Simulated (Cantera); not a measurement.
A Cantera script and what it prints.

```python
import numpy as np
import cantera as ct

gas_names = [...]  # 136 gases of nasa_gas.yaml made of C, H, N, O
cond_names = """
    C(gr) C6H6(L) C7H8(L) C8H18(L),n-octa H2O(s) H2O(L)
""".split()


# ... load() reads the species with a 1 bar reference pressure and builds the phases ...
atoms = {
    'CO': {'C': 1, 'O': 1},
    'H2O': {'H': 2, 'O': 1},
    'N2': {'N': 2},
}
top_T = {'C(gr)': 4500}  # K; cautious upper limits of use, not melting points


# ... equilibrate(T, P, feed) seeds the gas with the atoms and calls Mixture.equilibrate('TP', solver="vcs", rtol=1e-11, max_steps=5000) ...
results = []
feed = {'CO': 1, 'H2O': 1.8, 'N2': 37}  # mol
P = 270000  # Pa
for T in [1648, 1748, 1848, 1948, 2048, 2148, 2248, 2348, 2448, 2548, 2648, 2748]:
    mix = equilibrate(T, P, feed)
    results.append((T, P, feed, dict(zip(mix.species_names, mix.species_moles))))
    x = sorted(zip(gas.X, gas.species_names), reverse=True)
    print(f"T = {T:g} K  P = {P:g} Pa  gas = {mix.phase_moles(0):.4g} mol")
    print("   x: " + "  ".join(f"{s} {v:.3e}" for v, s in x if v > 0.0001))
    print("   condensed (mol): " + ("  ".join(f"{mix.phase(i).name} {mix.phase_moles(i):.4g}"
          for i in range(1, mix.n_phases) if mix.phase_moles(i) > 1e-12) or "none"))
```

Output:

```
T = 1648 K  P = 270000 Pa  gas = 39.8 mol
   x: N2 9.296e-01  H2O 3.343e-02  CO 1.333e-02  CO2 1.179e-02  H2 1.179e-02
   condensed (mol): none
T = 1748 K  P = 270000 Pa  gas = 39.8 mol
   x: N2 9.296e-01  H2O 3.386e-02  CO 1.376e-02  CO2 1.136e-02  H2 1.136e-02
   condensed (mol): none
T = 1848 K  P = 270000 Pa  gas = 39.8 mol
   x: N2 9.296e-01  H2O 3.422e-02  CO 1.413e-02  CO2 1.099e-02  H2 1.098e-02
   condensed (mol): none
T = 1948 K  P = 270000 Pa  gas = 39.8 mol
   x: N2 9.296e-01  H2O 3.453e-02  CO 1.445e-02  CO2 1.067e-02  H2 1.065e-02
   condensed (mol): none
T = 2048 K  P = 270000 Pa  gas = 39.8 mol
   x: N2 9.295e-01  H2O 3.476e-02  CO 1.473e-02  CO2 1.039e-02  H2 1.036e-02  H 1.387e-04
   condensed (mol): none
T = 2148 K  P = 270000 Pa  gas = 39.81 mol
   x: N2 9.294e-01  H2O 3.492e-02  CO 1.499e-02  CO2 1.013e-02  H2 1.011e-02  H 2.551e-04  OH 1.134e-04
   condensed (mol): none
T = 2248 K  P = 270000 Pa  gas = 39.82 mol
   x: N2 9.292e-01  H2O 3.496e-02  CO 1.524e-02  H2 9.912e-03  CO2 9.879e-03  H 4.451e-04  OH 2.351e-04  NO 1.093e-04
   condensed (mol): none
T = 2348 K  P = 270000 Pa  gas = 39.83 mol
   x: N2 9.288e-01  H2O 3.481e-02  CO 1.551e-02  H2 9.783e-03  CO2 9.594e-03  H 7.433e-04  OH 4.547e-04  NO 2.410e-04
   condensed (mol): none
T = 2448 K  P = 270000 Pa  gas = 39.86 mol
   x: N2 9.281e-01  H2O 3.437e-02  CO 1.587e-02  H2 9.779e-03  CO2 9.220e-03  H 1.198e-03  OH 8.210e-04  NO 4.878e-04
   condensed (mol): none
T = 2548 K  P = 270000 Pa  gas = 39.9 mol
   x: N2 9.269e-01  H2O 3.351e-02  CO 1.638e-02  H2 9.977e-03  CO2 8.687e-03  H 1.880e-03  OH 1.381e-03  NO 9.026e-04  O2 2.332e-04  O 1.699e-04
   condensed (mol): none
T = 2648 K  P = 270000 Pa  gas = 39.97 mol
   x: N2 9.250e-01  H2O 3.207e-02  CO 1.707e-02  H2 1.044e-02  CO2 7.949e-03  H 2.892e-03  OH 2.159e-03  NO 1.520e-03  O2 4.785e-04  O 3.842e-04
   condensed (mol): none
T = 2748 K  P = 270000 Pa  gas = 40.06 mol
   x: N2 9.224e-01  H2O 2.998e-02  CO 1.794e-02  H2 1.119e-02  CO2 7.022e-03  H 4.372e-03  OH 3.139e-03  NO 2.334e-03  O2 8.374e-04  O 7.764e-04
   condensed (mol): none
```

Cantera equilibrium calculation (NASA polynomials, part measured and part estimated; ideal gas, pure solids and liquids).
